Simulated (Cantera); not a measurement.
Input (Python, Cantera) and output of one run.

```python
import numpy as np
import cantera as ct

gas_names = """
    CL CL2 H HCL H2 N NH NH2 NH3 N2 N2H2 N2H4 Si SiCL SiCL2 SiCL3 SiCL4 SiH SiHCL3 SiH2 SiH2CL2 SiH3
    SiH3CL SiH4 SiN Si2 Si2N Si3
""".split()
cond_names = """
    NH4CL(a) NH4CL(b) Si(cr) Si(L) Si3N4(a)
""".split()


# ... load() reads the species with a 1 bar reference pressure and builds the phases ...
atoms = {
    'SiHCl3': {'Si': 1, 'H': 1, 'CL': 3},
    'N2': {'N': 2},
}
top_T = {'Si3N4(a)': 2400}  # K; cautious upper limits of use, not melting points


# ... equilibrate(T, P, feed) seeds the gas with the atoms and calls Mixture.equilibrate('TP', solver="vcs", rtol=1e-11, max_steps=5000) ...
results = []
feed = {'SiHCl3': 1, 'N2': 5.6}  # mol
T = 1073.15  # K
P = 1333.22  # Pa
mix = equilibrate(T, P, feed)
results.append((T, P, feed, dict(zip(mix.species_names, mix.species_moles))))
print(gas.report(threshold=0.001))
for i in range(1, mix.n_phases):
    print(f"{mix.phase(i).name:16s} {mix.phase_moles(i):12.5e} mol")
```

It prints:

```
       temperature   1073.2 K
          pressure   1333.2 Pa
           density   0.005998 kg/m^3
  mean mol. weight   40.142 kg/kmol
   phase of matter   gas

                          1 kg             1 kmol
                     ---------------   ---------------
          enthalpy       -9.0647e+05       -3.6388e+07  J
   internal energy       -1.1288e+06        -4.531e+07  J
           entropy            7207.9        2.8934e+05  J/K
    Gibbs function       -8.6417e+06        -3.469e+08  J
 heat capacity c_p            966.44             38795  J/K
 heat capacity c_v            759.31             30480  J/K

                      mass frac. Y      mole frac. X     chem. pot. / RT
                     ---------------   ---------------   ---------------
               HCL           0.11043           0.12159            -41.23
                H2        0.00066257          0.013193            -26.33
                N2           0.54743           0.78442           -29.608
             SiCL4           0.33993          0.080323           -127.55
     [  +24 minor]         0.0015434        0.00046611

Si(cr)            0.00000e+00 mol
Si3N4(a)          1.51484e-01 mol
```

Equilibrium computed with Cantera from the NASA thermochemical tables; the gas is ideal and each condensed phase is pure. N2 is the only nitrogen source here; it is nearly inert below about 1500 K, so the nitride shown seldom forms there in practice. The tables' values for SiCl3 are old estimates; treat these amounts as uncertain.
